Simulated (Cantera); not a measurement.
Input: 1 mol C2F6, 2.3 mol HCl, 3.7 mol H2, equilibrated at 1.00e-5 bar.

Cantera equilibrium calculation (NASA polynomials, part measured and part estimated; ideal gas, pure solids and liquids). Candidate condensed phases: C, C6H6, C7H8, C8H18; 118 gas species. The feed counts by its element totals alone. Equilibrium is a limit: real reactors are often held back by kinetics, nucleation or transport.

At 2975 K, list the 4 most abundant gas species with their mole fractions, and the condensed phases.

H 0.480, F 0.292, Cl 0.117, C 0.0968. Condensed: gas only.
